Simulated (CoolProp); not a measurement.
Properties of toluene at several states.

Model: reference Helmholtz-energy equation of state, Lemmon 2006, in CoolProp. It is a short technical equation, of lower accuracy than the large ones.

| T (K) | p (MPa) | phase | Z | isothermal compressibility (1/MPa) |
|---|---|---|---|---|
| 340.3 | 1.04 | liquid | 0.04113 | 0.001246 |
| 535 | 0.0281 | gas | 0.9965 | 35.71 |
| 563.1 | 0.469 | gas | 0.9491 | 2.251 |
| 528.4 | 0.0271 | gas | 0.9965 | 37.03 |
